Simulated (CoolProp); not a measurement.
Values from CoolProp's reference Helmholtz-energy equation of state, Thol 2019.

**Question.** Give the vapour pressure (MPa), liquid density (kg/m³), vapour density (kg/m³), enthalpy of vaporisation (kJ/kg) of saturated dodecamethylpentasiloxane (MD3M) at 408.9, 429.9, 618.5 K.

**Answer.** 
```csv
T (K),p (MPa),liquid density (kg/m³),vapour density (kg/m³),enthalpy of vaporisation (kJ/kg)
408.9,0.00586,761,0.672,142
429.9,0.0128,739,1.41,135
618.5,0.827,411,137,37.4
```
